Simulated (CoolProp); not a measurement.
Saturated liquid density (kg/m³) of ammonia: the reference equation beside estimates from Tc = 405.6 K, pc = 113.6 bar, ω = 0.256. Rackett uses Z = 0.29056 − 0.08775 ω.

The numbers come from the reference Helmholtz-energy equation of state, Gao 2020 in CoolProp.

| T (K) | reference | Rackett | Soave-Redlich-Kwong |
|---|---|---|---|
| 256.2 | 661.1 | 575.8 | 524.3 |
| 263.9 | 651.0 | 567.3 | 516.5 |
| 271.5 | 640.9 | 558.7 | 508.4 |
| 279.2 | 630.3 | 549.8 | 499.7 |
| 286.9 | 619.5 | 540.6 | 490.6 |
| 294.5 | 608.4 | 531.3 | 481.2 |
| 302.2 | 596.8 | 521.6 | 471.2 |
| 309.9 | 584.8 | 511.5 | 460.5 |
| 317.5 | 572.5 | 501.2 | 449.4 |

Absolute difference from the reference over all 9 rows, mean and median: Rackett 12.7 and 12.7 %, Soave-Redlich-Kwong 20.9 and 20.8 %.
